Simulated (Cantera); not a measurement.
Source: NASA polynomial tables (part measured, part estimated), evaluated in Cantera. Values are per mole of reaction as written; species without (g) are pure solids or liquids, kept so even where they would boil at 1 bar.

Zr + 2 O(g) ⇌ ZrO₂(g)

```tsv
T (K)	ΔH° (kJ)	ΔS° (J/K)	ΔG° (kJ)	log10 K	condensed phases
673	-791.3	-102.4	-722.4	56.07	Zr(α)
723	-792.1	-103.5	-717.3	51.82	Zr(α)
773	?	?	?	?	Zr(α)
823	?	?	?	?	Zr(α)
873	-794.5	-106.5	-701.5	41.97	Zr(α)
923	?	?	?	?	Zr(α)
973	-796.1	-108.3	-690.8	37.08	Zr(α)
1023	-796.9	-109.1	-685.3	34.99	Zr(α)
1073	-797.8	-109.9	-679.9	33.10	Zr(α)
1123	-798.7	-110.7	-674.3	31.37	Zr(α)
1173	-803.4	-114.9	-668.6	29.77	Zr(β)
```

Problem. What belongs in the gaps?

Solution. 
- 773, ΔH° (kJ): -792.9
- 773, ΔS° (J/K): -104.6
- 773, ΔG° (kJ): -712.1
- 773, log10 K: 48.12
- 823, ΔH° (kJ): -793.7
- 823, ΔS° (J/K): -105.6
- 823, ΔG° (kJ): -706.8
- 823, log10 K: 44.86
- 923, ΔH° (kJ): -795.3
- 923, ΔS° (J/K): -107.4
- 923, ΔG° (kJ): -696.2
- 923, log10 K: 39.40
